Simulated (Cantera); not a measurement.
An isothermal, constant-pressure homogeneous reactor starts with H2 : O2 : N2 = 0.24 : 1 : 2.7 (molar parts), at 1200 K and 7.20 Torr.

Cantera simulation using the H2/O2 subset of GRI-Mech 3.0, which has no nitrogen chemistry; the numbers are that mechanism's predictions, not measurements. Radical loss at walls, strong at low pressure, is not modelled. The temperature is held fixed by assumption; the heat of reaction is taken as removed at once.

One state of this run: x H2 = 3.57e-6; x O2 = 0.230; x OH = 0.000112; x H = 7.82e-7; x O = 2.55e-5. x: mole fraction; the columns are a selection and need not sum to one.

Problem. Which value of t (s) does it belong to?
A) 2.89e-5
B) 30.0
C) 4.15
D) 4.00e-6

Solution. C, 4.15
